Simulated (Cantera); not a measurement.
A Cantera script and its output.

```python
import numpy as np
import cantera as ct

gas = ct.Solution("gri30.yaml")
gas.TPX = 1100, 45000, {'N2O': 1, 'H2O': 0.16, 'N2': 0.0045}
reactor = ct.IdealGasConstPressureReactor(gas, energy="off", clone=False)
net = ct.ReactorNet([reactor])
net.rtol, net.atol = 1e-08, 1e-18
show = ['N2O', 'H2O', 'H2O2', 'NO', 'OH', 'NO2']
times = np.geomspace(0.0009, 50, 11)

steps = ct.SolutionArray(gas, extra=["t"])
rows = []
print(f"{'t/s':>10s}{'T/K':>9s}{'P/Pa':>11s}" + "".join(f"{s:>11s}" for s in show))
for t in times:
    while net.time < t:
        t_next = net.step()
        steps.append(gas.state, t=t_next)
    rows.append([np.interp(t, steps.t, y) for y in (steps.T, steps.P, *steps(*show).X.T)])
    print(f"{t:10.3e}{rows[-1][0]:9.1f}{rows[-1][1]:11.4g}" + "".join(f"{x:11.3e}" for x in rows[-1][2:]))
rate = np.gradient(steps.T, steps.t)
print("integrator steps:", len(steps.t))
if steps.T.max() > steps.T[0] + 200:
    print(f"time of steepest temperature rise: {steps.t[rate.argmax()]:.4e} s")
gas.TPX = 1100, 45000, {'N2O': 1, 'H2O': 0.16, 'N2': 0.0045}
gas.equilibrate("TP")
print(f"equilibrium (TP): T = {gas.T:.1f} K  " + "  ".join(f"{s} {gas[s].X[0]:.3e}" for s in show))
```

Output:

```
       t/s      T/K       P/Pa        N2O        H2O       H2O2         NO         OH        NO2
 9.000e-04   1100.0    4.5e+04  8.587e-01  1.374e-01  2.364e-09  2.596e-06  3.309e-06  6.401e-09
 2.684e-03   1100.0    4.5e+04  8.586e-01  1.374e-01  6.524e-08  7.610e-06  5.419e-06  2.676e-07
 8.002e-03   1100.0    4.5e+04  8.582e-01  1.374e-01  1.792e-07  2.011e-05  6.021e-06  3.487e-06
 2.386e-02   1100.0    4.5e+04  8.571e-01  1.373e-01  1.305e-07  4.944e-05  6.873e-06  2.095e-05
 7.114e-02   1100.0    4.5e+04  8.537e-01  1.372e-01  9.545e-08  1.239e-04  7.678e-06  8.373e-05
 2.121e-01   1100.0    4.5e+04  8.440e-01  1.367e-01  6.550e-08  3.659e-04  8.736e-06  2.302e-04
 6.325e-01   1100.0    4.5e+04  8.162e-01  1.354e-01  4.700e-08  1.195e-03  1.024e-05  4.462e-04
 1.886e+00   1100.0    4.5e+04  7.413e-01  1.318e-01  4.292e-08  3.631e-03  1.150e-05  6.269e-04
 5.624e+00   1100.0    4.5e+04  5.698e-01  1.235e-01  4.044e-08  9.178e-03  1.165e-05  6.532e-04
 1.677e+01   1100.0    4.5e+04  2.963e-01  1.104e-01  3.116e-08  1.731e-02  1.018e-05  5.047e-04
 5.000e+01   1100.0    4.5e+04  7.053e-02  9.953e-02  1.468e-08  2.228e-02  6.706e-06  3.250e-04
integrator steps: 1483
equilibrium (TP): T = 1100.0 K  N2O 3.946e-09  H2O 9.612e-02  H2O2 3.193e-10  NO 8.946e-05  OH 8.929e-07  NO2 2.044e-06
```

Model: GRI-Mech 3.0 (53 species, 325 reactions), integrated in Cantera. GRI-Mech 3.0 was tuned for natural gas; its chemistry of N2O as a main component is partial and can be far from experiment. The mechanism lacks the step 2 NO + O2 → 2 NO2, which can matter for NO2 below about 1400 K. The temperature is held fixed by assumption; the heat of reaction is taken as removed at once.
